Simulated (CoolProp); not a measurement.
Vapour-liquid equilibrium of n-butane (1) + R245fa (2) at 328 K; x and y are mole fractions of (1).

The numbers come from the multi-fluid Helmholtz-energy mixture model, Bücker 2006 and Akasaka 2015; pair parameters Bell 2016 in CoolProp.

```
x     bubble pressure (bar)  y at the bubble point  dew pressure at overall composition x (bar)  liquid density (mol/L)
----  ---------------------  ---------------------  -------------------------------------------  ----------------------
0.05                  4.743                  0.182                                        4.169                   9.282
0.15                  5.818                  0.373                                        4.591                   9.162
0.25                  6.455                  0.468                                        5.089                   9.055
0.35                  6.815                  0.526                                        5.674                   8.969
0.45                  7.010                  0.565                                        6.333                   8.910
0.55                  7.106                  0.599                                        6.943                   8.883
0.65                  7.124                  0.634                                        7.107                   8.894
0.75                  7.045                  0.679                                        6.783                   8.943
0.85                  6.786                  0.749                                        6.315                   9.030
0.95                  6.163                  0.882                                        5.841                   9.151
```

y crosses x between x = 0.55 and 0.65: the model has an azeotrope there.

Pair parameters are fitted to limited data, so mixtures are less certain than the pure fluids.
